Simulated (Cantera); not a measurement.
A Cantera script and what it prints.

```python
import numpy as np
import cantera as ct

gas_names = """
    H HNO HNO2 HNO3 HO2 H2 H2O H2O2 N NH NH2 NH3 NH2OH NO NO2 NO3 N2 N2H2 N2H4 N2O O OH O2 O3
""".split()
cond_names = """
    H2O(s) H2O(L)
""".split()


# ... load() reads the species with a 1 bar reference pressure and builds the phases ...
atoms = {
    'NH3': {'N': 1, 'H': 3},
    'H2O': {'H': 2, 'O': 1},
    'O2': {'O': 2},
}
top_T = {}  # K; cautious upper limits of use, not melting points


# ... equilibrate(T, P, feed) seeds the gas with the atoms and calls Mixture.equilibrate('TP', solver="vcs", rtol=1e-11, max_steps=5000) ...
results = []
feed = {'NH3': 1, 'H2O': 4.8, 'O2': 0.22}  # mol
T = 2223.15  # K
P = 750  # Pa
mix = equilibrate(T, P, feed)
results.append((T, P, feed, dict(zip(mix.species_names, mix.species_moles))))
print(gas.report(threshold=1e-06))
for i in range(1, mix.n_phases):
    print(f"{mix.phase(i).name:16s} {mix.phase_moles(i):12.5e} mol")
```

Output:

```
       temperature   2223.2 K
          pressure   750 Pa
           density   0.00063861 kg/m^3
  mean mol. weight   15.739 kg/kmol
   phase of matter   gas

                          1 kg             1 kmol
                     ---------------   ---------------
          enthalpy       -5.5518e+06        -8.738e+07  J
   internal energy       -6.7262e+06       -1.0586e+08  J
           entropy             19162        3.0159e+05  J/K
    Gibbs function       -4.8152e+07       -7.5786e+08  J
 heat capacity c_p            3026.9             47640  J/K
 heat capacity c_v            2498.6             39326  J/K

                      mass frac. Y      mole frac. X     chem. pot. / RT
                     ---------------   ---------------   ---------------
                 H         0.0018863          0.029454           -13.279
                H2          0.020275           0.15829           -26.559
               H2O           0.81768           0.71438           -46.258
                NO         0.0011387        0.00059728            -37.12
                N2           0.12618          0.070892           -34.842
                 O          0.002519          0.002478           -19.699
                OH           0.02075          0.019203           -32.978
                O2         0.0095688         0.0047067           -39.397
     [  +16 minor]        7.4467e-07        3.8404e-07
```

Equilibrium computed with Cantera from the NASA thermochemical tables; the gas is ideal and each condensed phase is pure.
